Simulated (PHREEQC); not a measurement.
Solution (87 °C): 0.0078 mol CdCl2, 0.0016 mol NaCl and 0.00081 mol H2SO4 per kg of water. Closed to the air; pH follows from the charge balance.

All values are PHREEQC results (ion-association model, wateq4f.dat), not measurements.

| quantity | before | after |
|---|---|---|
| pH | 2.90 | 3.56 |
| ionic strength (mol/kgw) | 0.0191 | 0.0179 |
| Cl- (mol/kgw) | 0.0135 | 0.0134 |
| SO4-2 (mol/kgw) | 0.000431 | 0.000102 |
| HSO4- (mol/kgw) | 0.000171 | 8.91e-6 |

Q: What was changed between the two runs?
A) H2SO4 from 0.00081 to 0.000162 mol/kgw
B) 0.00015 mol/kgw LiOH added
C) CdCl2 left out
D) NaCl left out
E) 0.0002 mol/kgw NaOH added

A: A, H2SO4 from 0.00081 to 0.000162 mol/kgw

No solid was allowed to form. At this temperature some constants are extrapolated from 25 °C, and those without enthalpy data are left unchanged.
